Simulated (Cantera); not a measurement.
Input: 1 mol SiH2Cl2, a varied amount of NO, 1.2 mol N2, at 1575 K and 2.18 Torr.

Equilibrium computed with Cantera from the NASA thermochemical tables; the gas is ideal and each condensed phase is pure. Candidate condensed phases: H2O, NH4Cl, Si, SiO2, Si2N2O, Si3N4; 47 gas species. Mutual solubility and eutectic melting of coexisting phases are not modelled. The tables hold silica as quartz up to 1696 K and as liquid above; real silica turns to tridymite and cristobalite and melts near 1996 K. Equilibrium is a limit: real reactors are often held back by kinetics, nucleation or transport.

Task: What share of the Si ends up in condensed phases as a function of n(NO) (mol), at 0.26, 0.41, 0.63, 0.98, 1.5, 2.4, 3.6, 5.7, 8.8, 14?

Result: 
```
n(NO) (mol)  Si condensed (%)                          as
-----------  ----------------  --------------------------
0.26                     49.3                   Si2N2O(s)
0.41                     62.8                   Si2N2O(s)
0.63                     60.4  SiO2(β-quartz) + Si2N2O(s)
0.98                     60.3  SiO2(β-quartz) + Si2N2O(s)
1.5                      67.4              SiO2(β-quartz)
2.4                     100.0              SiO2(β-quartz)
3.6                     100.0              SiO2(β-quartz)
5.7                     100.0              SiO2(β-quartz)
8.8                     100.0              SiO2(β-quartz)
14                      100.0              SiO2(β-quartz)
```
